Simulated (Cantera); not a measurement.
A perfectly stirred reactor is fed with CO : O2 : H2O : N2 = 0.0065 : 0.021 : 0.00023 : 1 (molar parts), equivalence ratio 0.15, at 2930 Torr; it is held at 1273 K, and followed from long to short residence time.

Model: GRI-Mech 3.0 (53 species, 325 reactions), integrated in Cantera.

Task: Predict: x(CO) at τ = 18.0 s; x(O2) at τ = 18.0 s; x(H2O) at τ = 18.0 s; x(HO2) at τ = 18.0 s; x(CO2) at τ = 18.0 s; x(CO) at τ = 0.320 s; x(O2) at τ = 0.320 s; x(H2O) at τ = 0.320 s; x(HO2) at τ = 0.320 s; x(CO2) at τ = 0.320 s.

Result: 
```
Item                     Result
---------------------  --------
x(CO) at τ = 18.0 s     3.36e-5
x(O2) at τ = 18.0 s      0.0173
x(H2O) at τ = 18.0 s   0.000224
x(HO2) at τ = 18.0 s    1.01e-7
x(CO2) at τ = 18.0 s    0.00631
x(CO) at τ = 0.320 s   0.000695
x(O2) at τ = 0.320 s     0.0177
x(H2O) at τ = 0.320 s  0.000223
x(HO2) at τ = 0.320 s   8.33e-7
x(CO2) at τ = 0.320 s   0.00565
```
